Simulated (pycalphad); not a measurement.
All values are pycalphad results on the COST 507 light-alloy database (1999) (1 atm), not direct measurements. No gas phase is included, though pure Mg would boil below 1377 °C. These are 1990s assessments: newer ones move some temperatures and phases. Kinetics are ignored, which matters at the lower temperatures.

Q: How does the equilibrium phase assembly of Al-0.93Mg-14.42Si (at.%) change on cooling from 1377 °C to 77 °C?

A: 
```csv
T (°C),phases above,phases below
609.1,liquid,diamond (Si) + liquid
573.4,diamond (Si) + liquid,diamond (Si) + fcc + liquid
557.5,diamond (Si) + fcc + liquid,diamond (Si) + fcc + MG2SI
```
Changes were sought between steps of 25 K, so a narrower field can be missed.

Database names, with the compositions (at.%) that they take in these runs: MG2SI: Mg 67 Si 33.
